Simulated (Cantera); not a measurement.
Input: 1 mol TEOS, 9.9 mol H2O, 0.19 mol H2, held at 325 °C and 39.0 mbar.

Equilibrium computed with Cantera from the NASA thermochemical tables; the gas is ideal and each condensed phase is pure. The feed counts by its element totals alone. The numbers say what is thermodynamically allowed, not how fast it happens.

| species | before | after |
|---|---|---|
| H2 | 0.237 | 0.622 |
| CO | 0.00210 | 0.239 |
| H2O | 0.431 | 0.0927 |
| CH4 | 0.218 | 1.84e-5 |
| CO2 | 0.111 | 0.0461 |
| C(graphite), mol | 1.98 | 0 |
| SiO2(α-quartz), mol | 1.00 | 0 |
| SiO2(β-quartz), mol | 0 | 1.00 |
Gas species are given as mole fractions.

**Question.** Which change was made?
A. pressure from 39.0 mbar to 1.00 bar
B. H2 from 0.19 to 31 mol
C. pressure from 39.0 mbar to 15.0 Pa
D. temperature from 325 °C to 752 °C

**Answer.** D, temperature from 325 °C to 752 °C
